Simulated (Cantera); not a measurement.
## Adiabatic ignition

An adiabatic, constant-pressure homogeneous reactor starts with 7.89 % CO, 8.67 % H₂, 0.560 % CH₄, 17.4 % O₂, 65.5 % N₂, equivalence ratio 0.54, at 1525 K and 0.207 atm.

Detailed kinetics in Cantera: GRI-Mech 3.0 (53 species, 325 reactions).

| t (s) | T (K) | x CO | x H₂ | x CH₄ | x NO | x N₂O | x HCO | x C₂H₂ |
|---|---|---|---|---|---|---|---|---|
| 2.00e-6 | 1525 | 0.0789 | 0.0867 | 0.00560 | <1e-12 | <1e-12 | <1e-12 | <1e-12 |
| 7.02e-6 | 1525 | 0.0789 | 0.0867 | 0.00560 | <1e-12 | <1e-12 | 3.12e-12 | <1e-12 |
| 2.47e-5 | 1525 | 0.0789 | 0.0867 | 0.00560 | <1e-12 | 1.84e-12 | 3.76e-11 | <1e-12 |
| 8.66e-5 | 1630 | 0.0774 | 0.0239 | 0.000111 | 2.20e-7 | 9.86e-9 | 3.84e-6 | 2.31e-8 |
| 0.000304 | 1831 | 0.0365 | 0.0111 | <1e-12 | 1.70e-5 | 3.70e-8 | 2.69e-8 | <1e-12 |
| 0.00107 | 2104 | 0.0336 | 0.00921 | <1e-12 | 8.28e-5 | 5.09e-8 | 1.26e-8 | <1e-12 |
| 0.00375 | 2396 | 0.0251 | 0.00564 | <1e-12 | 0.000678 | 1.37e-7 | 3.50e-9 | <1e-12 |
| 0.0132 | 2502 | 0.0197 | 0.00408 | <1e-12 | 0.00410 | 2.71e-7 | 2.10e-9 | <1e-12 |
| 0.0462 | 2497 | 0.0194 | 0.00402 | <1e-12 | 0.0109 | 3.02e-7 | 2.01e-9 | <1e-12 |
| 0.162 | 2494 | 0.0193 | 0.00400 | <1e-12 | 0.0134 | 3.20e-7 | 1.97e-9 | <1e-12 |
| 0.570 | 2494 | 0.0193 | 0.00400 | <1e-12 | 0.0134 | 3.20e-7 | 1.97e-9 | <1e-12 |
| 2.00 | 2494 | 0.0193 | 0.00400 | <1e-12 | 0.0134 | 3.20e-7 | 1.97e-9 | <1e-12 |
x: mole fraction; the columns are a selection and need not sum to one.

- time of steepest temperature rise: 76.2 µs
- temperature at 2.00 s: 2494 K
- equilibrium temperature: 2494 K
- x(CO) at 2.00 s: 0.0193 (gas-phase equilibrium 0.0193)
- x(H₂) at 2.00 s: 0.00400 (gas-phase equilibrium 0.00400)
- x(CH₄) at 2.00 s: <1e-12 (gas-phase equilibrium <1e-12)
